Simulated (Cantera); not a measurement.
## Aluminium nitride and oxide growth: AlCl3 + HCl + N2

A closed system holds: 1 mol AlCl3, 1.9 mol HCl, 5.4 mol N2, at 4600 Pa.

These are equilibrium values from Cantera (NASA tables, ideal gas, pure condensed phases), not measurements of a reactor. Candidate condensed phases: Al, AlCl3, AlN, NH4Cl; 20 gas species. The tables' values for AlCl2 are old estimates; treat these amounts as uncertain. Rates play no part.

From 1748 K to 2048 K nothing is condensed. The main Al-bearing gas is AlCl3 throughout.

| T (K) | x N2 | x HCl | x AlCl3 | x Cl | x AlCl2 | x AlCl |
|---|---|---|---|---|---|---|
| 1748 | 0.648 | 0.225 | 0.118 | 0.00496 | 0.00195 | 0.000114 |
| 1773 | 0.648 | 0.225 | 0.117 | 0.00587 | 0.00247 | 0.000172 |
| 1798 | 0.647 | 0.224 | 0.116 | 0.00693 | 0.00310 | 0.000254 |
| 1823 | 0.646 | 0.224 | 0.115 | 0.00817 | 0.00384 | 0.000370 |
| 1848 | 0.646 | 0.223 | 0.114 | 0.00962 | 0.00471 | 0.000529 |
| 1873 | 0.645 | 0.223 | 0.113 | 0.0113 | 0.00571 | 0.000743 |
| 1898 | 0.643 | 0.222 | 0.111 | 0.0133 | 0.00686 | 0.00103 |
| 1923 | 0.642 | 0.221 | 0.109 | 0.0155 | 0.00816 | 0.00140 |
| 1948 | 0.640 | 0.220 | 0.107 | 0.0181 | 0.00961 | 0.00187 |
| 1973 | 0.638 | 0.220 | 0.105 | 0.0211 | 0.0112 | 0.00247 |
| 1998 | 0.636 | 0.219 | 0.102 | 0.0245 | 0.0129 | 0.00321 |
| 2023 | 0.634 | 0.217 | 0.0984 | 0.0284 | 0.0148 | 0.00413 |
| 2048 | 0.631 | 0.216 | 0.0948 | 0.0328 | 0.0168 | 0.00524 |
x: gas mole fraction; nothing condenses.
